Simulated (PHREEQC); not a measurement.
0.48 g of hydrous ferric oxide (600 m²/g; 0.2 weak and 0.005 strong sites per Fe, Dzombak-Morel constants, diffuse double layer) in 1 kg of water with 0.005 mol/kgw of an inert sodium salt and 0.62 mmol/kgw Na2SeO3, at 25 °C; the pH is set by adding NaOH or the inert anion's acid. No oxygen is let in. CO2 from the air is kept out. No solid was allowed to form.

The series has 17 steps of pH, from 4 to 12.

The numbers come from PHREEQC with the ion-association model, wateq4f.dat.

Problem. Near which pH is half of the Se sorbed, and on which side is more sorbed?

Solution. Near pH 8.0, with more sorbed at lower pH.

Problem. At which pH does the surface charge pass through zero?

Solution. Near pH 6.8.

Species that the database lacks are ignored. The database's selenite sorption wasn't checked against measurements; a fall in acid may be a fault of its surface constants.
